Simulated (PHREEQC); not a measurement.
Solution (25 °C): 0.0023 mol K2CO3, 0.14 mol K2SO4 and 8.5e-05 mol KBr per kg of water. Closed to the air; pH follows from the charge balance.

The numbers come from PHREEQC with the Pitzer model, pitzer.dat.

The ionic strength comes out as 0.426 mol/kgw. What activity coefficients do OH-, Br-, CO3-2, HCO3-, K+ get?

OH- 0.70, Br- 0.66, CO3-2 0.22, HCO3- 0.65, K+ 0.60. Single-ion values are on the MacInnes scale.

Precipitation was switched off in this run.
